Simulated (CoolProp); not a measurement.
The numbers come from the reference Helmholtz-energy equation of state, Thol 2019 in CoolProp.

Question: For decamethylcyclopentasiloxane (D5), give the phase and the cv (kJ/(kg K)), speed of sound (m/s), isothermal compressibility (1/MPa), fugacity coefficient at 346.85 °C and 0.232 MPa; 346.85 °C and 0.44 MPa; 346.85 °C and 5.68 MPa.

Answer: 
- 346.85 °C and 0.232 MPa: gas; cv 1.94, speed of sound 109, isothermal compressibility 4.71, fugacity coefficient 0.925
- 346.85 °C and 0.44 MPa: gas; cv 1.95, speed of sound 99.1, isothermal compressibility 2.77, fugacity coefficient 0.859
- 346.85 °C and 5.68 MPa: supercritical; cv 1.98, speed of sound 281, isothermal compressibility 0.0227, fugacity coefficient 0.227
